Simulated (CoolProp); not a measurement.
A simple Rankine cycle with isobutene: condensing at 299.15 K, boiler at 2.48 MPa, turbine inlet 391.6 K, turbine efficiency 0.6, pump efficiency 0.6, no recuperator. Each further row changes one setting.

The numbers come from the reference Helmholtz-energy equation of state, Lemmon 2005 in CoolProp. It is a short technical equation, of lower accuracy than the large ones.

| case | thermal efficiency (%) | net work (kJ/kg) | heat in (kJ/kg) | turbine exit temperature (K) | volume ratio over the turbine |
|---|---|---|---|---|---|
| as stated | 9.9 | [?] | 453 | [?] | 9.90 |
| turbine inlet 411.6 K | 10.2 | 51.8 | [?] | 354.8 | [?] |
| condensing temperature 291.15 K | 10.8 | 51.2 | 472 | [?] | 12.7 |
| boiler pressure 1.74 MPa | [?] | [?] | [?] | 347.2 | 6.00 |
| turbine efficiency 0.5 | 8.1 | 36.5 | 453 | 332.4 | 10.1 |

### Question
Some entries are withheld; supply them.

### Answer

- as stated, net work (kJ/kg): 45.0
- as stated, turbine exit temperature (K): 327.6
- turbine inlet 411.6 K, heat in (kJ/kg): 510
- turbine inlet 411.6 K, volume ratio over the turbine: 9.03
- condensing temperature 291.15 K, turbine exit temperature (K): 322.7
- boiler pressure 1.74 MPa, thermal efficiency (%): 8.9
- boiler pressure 1.74 MPa, net work (kJ/kg): 43.6
- boiler pressure 1.74 MPa, heat in (kJ/kg): 488
